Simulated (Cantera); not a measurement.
A closed system holds: 1 mol N2O, 0.32 mol H2O, 1.7 mol N2, held at 10.0 mbar.

These are equilibrium values from Cantera (NASA tables, ideal gas, pure condensed phases), not measurements of a reactor. Candidate condensed phases: H2O; 24 gas species. Rates play no part. All values below are at 252 °C.

Base state: N2 0.767, O2 0.142, H2O 0.0909 (mole fractions); condensed: gas only.

**Question.** What changes in the equilibrium state with this change: N2O replaced by CO2?

**Answer.** 
```json
[
 {"species": "N2", "before": "0.767", "after": "0.563"},
 {"species": "CO2", "before": "0", "after": "0.331"},
 {"species": "H2O", "before": "0.0909", "after": "0.106"},
 {"species": "O2", "before": "0.142", "after": "<1e-9"}
]
```
Further candidate phases: C, C6H6, C7H8, C8H18.
